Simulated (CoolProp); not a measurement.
Properties of R507A along the isobar 41.3 bar.

Model: reference Helmholtz-energy equation of state, Lemmon 2003, in CoolProp. It is a pseudo-pure fit of the blend.

```tsv
T (°C)	phase	isothermal compressibility (1/MPa)	expansivity (1/kK)
-44.85	liquid	0.002127	2.265
-33.55	liquid	0.002530	2.401
-22.15	liquid	0.003053	2.573
-10.85	liquid	0.003740	2.790
0.45	liquid	0.004682	3.073
11.85	liquid	0.006048	3.455
23.15	liquid	0.008117	3.990
34.45	liquid	0.01156	4.796
45.85	liquid	0.01818	6.171
57.15	liquid	0.03423	9.018
79.85	supercritical	1.007	51.31
91.15	supercritical	0.5112	17.04
102.55	supercritical	0.4108	11.00
```
